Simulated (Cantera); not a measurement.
## Si + Cl2 + H2 (chlorosilane synthesis and conversion)

Charge: 1 mol Si, a varied amount of Cl2, 2.7 mol H2, at 550 °C and 4.10 bar.

Cantera equilibrium calculation (NASA polynomials, part measured and part estimated; ideal gas, pure solids and liquids). Candidate condensed phases: Si; 19 gas species. The tables' values for SiCl3 are old estimates; treat these amounts as uncertain. Rates play no part.

| n(Cl2) (mol) | x H2 | x SiCl4 | x SiHCl3 | x HCl | n Si(s) |
|---|---|---|---|---|---|
| 0.5 | 0.899 | 0.0475 | 0.0481 | 0.00107 | 0.710 |
| 0.64 | 0.875 | 0.0618 | 0.0578 | 0.00113 | 0.631 |
| 0.81 | 0.847 | 0.0789 | 0.0683 | 0.00118 | 0.536 |
| 1 | 0.817 | 0.0976 | 0.0787 | 0.00122 | 0.431 |
| 1.3 | 0.774 | 0.126 | 0.0929 | 0.00127 | 0.266 |
| 1.7 | 0.722 | 0.162 | 0.108 | 0.00130 | 0.0471 |
| 2.2 | 0.639 | 0.255 | 0.00188 | 0.104 | 0 |
x: gas mole fraction; n: condensed amount in mol.

From 0.5 mol Cl2 to 1.7 mol Cl2 the condensed part is Si(s). At 2.2 mol Cl2 nothing is condensed. The main Si-bearing gas is SiHCl3 at 0.5 mol Cl2 and SiCl4 at 2.2 mol Cl2. The share of Si in condensed phases is highest at 0.5 mol Cl2 (71.0 %) and lowest at 2.2 mol Cl2 (0.0 %).
